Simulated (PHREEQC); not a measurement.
PHREEQC input (ion-association model, phreeqc.dat):

```
SOLUTION 1
  temp 9.9
  units mol/kgw
  pH 7 charge
  P 0.018
  Na 0.198
SOLUTION 2
  temp 9.9
  units mol/kgw
  pH 7 charge
  F 0.0105
  Na 0.0095
END
SELECTED_OUTPUT 1
  -reset false
  -pH true
  -pe true
  -ionic_strength true
  -water true
  -totals F Na P
  -molalities H+ Na+ PO4-3 F- OH- O2 HPO4-2 H2PO4- H3PO4 HF
    HF2- NaOH NaHPO4- NaF
PRINT
  -reset false
MIX 1
  1 1
  2 0
EQUILIBRIUM_PHASES 1
  O2(g) -0.68 10
END
# ... the last block is repeated for the other 10 points of share of solution B
```

Selected output (columns that matter, 11 of 11 rows; share of solution B added in front):

```
share of solution B	pH	mu	F	Na	P	m_H+	m_Na+	m_PO4-3	m_F-	m_OH-	m_HF
0	13.538	0.25141	0	0.198	0.018	3.6526e-14	0.19797	0.01773	0	0.14427	0
0.1	13.497	0.22708	0.00105	0.17915	0.0162	3.9961e-14	0.17907	0.015919	0.00099876	0.12978	2.4417e-14
0.2	13.451	0.20277	0.0021	0.1603	0.0144	4.4193e-14	0.16018	0.014106	0.0020056	0.11529	5.5534e-14
0.3	13.399	0.17845	0.00315	0.14145	0.0126	4.9553e-14	0.1413	0.012291	0.003021	0.10081	9.6263e-14
0.4	13.338	0.15415	0.0042	0.1226	0.0108	5.6583e-14	0.12242	0.010474	0.0040456	0.086325	1.5147e-13
0.5	13.266	0.12984	0.00525	0.10375	0.009	6.625e-14	0.10356	0.0086541	0.00508	0.071846	2.2995e-13
0.6	13.177	0.10554	0.0063	0.084899	0.0072	8.0472e-14	0.084703	0.00683	0.0061253	0.05737	3.4938e-13
0.7	13.062	0.081246	0.0073499	0.06605	0.0054	1.0368e-13	0.065862	0.0050015	0.0071826	0.042898	5.5129e-13
0.8	12.896	0.05696	0.0083999	0.0472	0.0036	1.4912e-13	0.047036	0.0031702	0.0082539	0.02843	9.6185e-13
0.9	12.605	0.032731	0.0094499	0.02835	0.0018	2.8409e-13	0.028229	0.0013573	0.0093419	0.013943	2.2335e-12
1	4.0536	0.009554	0.0105	0.0095	0	9.6435e-05	0.0094576	0	0.0095264	3.6469e-11	0.00087591
```

Constants without temperature data keep their 25 °C values here.
